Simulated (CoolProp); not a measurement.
Vapour-liquid equilibrium of ethylbenzene (1) + p-xylene (2) at 0.224 MPa; x and y are mole fractions of (1).

Computed with CoolProp (multi-fluid Helmholtz-energy mixture model, Zhou 2012 and Zhou 2012; pair parameters Bell 2016).

**Question.** Give the bubble temperature and the first vapour's composition at x = 0.05, 0.35, 0.65. Is there an azeotrope?

**Answer.** x = 0.05: 443.7 K, y = 0.053; x = 0.35: 442.8 K, y = 0.361; x = 0.65: 442.2 K, y = 0.659. No azeotrope shows between x = 0.05 and 0.95.

Pair parameters are fitted to limited data, so mixtures are less certain than the pure fluids.
